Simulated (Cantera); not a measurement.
A Cantera script and what it prints.

```python
import numpy as np
import cantera as ct

gas_names = """
    AL ALCL ALCL2 ALCL3 ALH ALN AL2 AL2CL6 CL CL2 H HCL H2 N NH NH2 NH3 N2 N2H2 N2H4
""".split()
cond_names = """
    AL(cr) AL(L) ALCL3(s) ALCL3(L) ALN(s) NH4CL(a) NH4CL(b)
""".split()


# ... load() reads the species with a 1 bar reference pressure and builds the phases ...
atoms = {
    'AlN': {'AL': 1, 'N': 1},
    'Cl2': {'CL': 2},
    'H2': {'H': 2},
}
top_T = {'ALN(s)': 2750}  # K; cautious upper limits of use, not melting points


# ... equilibrate(T, P, feed) seeds the gas with the atoms and calls Mixture.equilibrate('TP', solver="vcs", rtol=1e-11, max_steps=5000) ...
results = []
feed = {'AlN': 1, 'Cl2': 0.4, 'H2': 0.44}  # mol
P = 35000  # Pa
for T in [1323, 1373, 1423, 1473, 1523, 1573, 1623]:
    mix = equilibrate(T, P, feed)
    results.append((T, P, feed, dict(zip(mix.species_names, mix.species_moles))))

top = {s: max(r[3][s] / sum(r[3][g] for g in gas_names) for r in results) for s in gas_names}
cols = sorted((s for s in top if top[s] > 0.001), key=lambda s: -top[s])[:5]
seen = [c for c in cond_names if any(r[3].get(c, 0) > 1e-12 for r in results)]
print("log10 of partial pressures in bar; condensed amounts in mol")
print(f"{'T/K':>10s}" + "".join(f"{s[:9]:>10s}" for s in cols + seen))
for T, P, feed, n in results:
    ng = sum(n[g] for g in gas_names)
    print(f"{T:10.4g}" + "".join(f"{np.log10(max(n[s] / ng * P / 1e5, 1e-99)):10.3f}" for s in cols)
          + "".join(f"{n.get(c, 0):10.4g}" for c in seen))
```

It prints:

```
log10 of partial pressures in bar; condensed amounts in mol
       T/K        H2     ALCL3        N2       HCL     ALCL2    ALN(s)
      1323    -0.792    -1.017    -1.317    -1.356    -3.671    0.7684
      1373    -0.792    -1.017    -1.316    -1.362    -3.372    0.7677
      1423    -0.791    -1.017    -1.314    -1.368    -3.094    0.7669
      1473    -0.791    -1.019    -1.313    -1.374    -2.837    0.7658
      1523    -0.792    -1.023    -1.311    -1.380    -2.599    0.7641
      1573    -0.793    -1.030    -1.307    -1.387    -2.379    0.7613
      1623    -0.795    -1.043    -1.302    -1.396    -2.177    0.7566
```

These are equilibrium values from Cantera (NASA tables, ideal gas, pure condensed phases), not measurements of a reactor. The tables' values for AlCl2 are old estimates; treat these amounts as uncertain.
